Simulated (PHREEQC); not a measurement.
# Silver or lead bath (model solution)

Make-up at 24 °C: 0.012 mol Pb(NO3)2 and 0.013 mol NaNO3 per kg of water. Closed to the air; pH follows from the charge balance.

Equilibrium calculation in PHREEQC: ion-association model, wateq4f.dat.

The pH comes out as 4.94 and the ionic strength is 0.0444 mol/kgw.

| species | molality | activity | log γ |
|---|---|---|---|
| NO3- | 0.0347 | 0.0283 | -0.089 |
| Na+ | 0.0130 | 0.0108 | -0.081 |
| Pb+2 | 0.00968 | 0.00456 | -0.327 |
| PbNO3+ | 0.00230 | 0.00191 | -0.082 |
| H+ | 1.35e-5 | 1.16e-5 | -0.066 |
| PbOH+ | 9.24e-6 | 7.66e-6 | -0.082 |
| Pb2OH+3 | 4.26e-6 | 7.81e-7 | -0.736 |

Precipitation was switched off in this run. Species that the database lacks are ignored.
